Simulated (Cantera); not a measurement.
Standard-state values (1 bar) from the NASA 1993 polynomials, evaluated with Cantera. Values are per mole of reaction as written; species without (g) are pure solids or liquids, kept so even where they would boil at 1 bar. TaC: taken at fixed stoichiometry.

N2O(g) + Ta + CO(g) = 2 NO(g) + TaC, with ΔH° = 67.4 kJ and ΔS° = 4.8 J/K at 300 K.

Question: How far is the shortcut ΔG° ≈ ΔH°(300 K) − T·ΔS°(300 K) from the full temperature-dependent value at 2025, 2175, 2325, 2475, 2625 K?

Answer: 
```
T (K)  shortcut (kJ)  full (kJ)  difference (kJ)  difference in log10 K
-----  -------------  ---------  ---------------  ---------------------
2025            57.7       50.9              6.9                  -0.18
2175            57.0       49.2              7.8                  -0.19
2325            56.3       47.5              8.8                  -0.20
2475            55.6       45.8              9.8                  -0.21
2625            54.9       44.0             10.8                  -0.22
```
The shortcut ignores the heat-capacity change of the reaction.
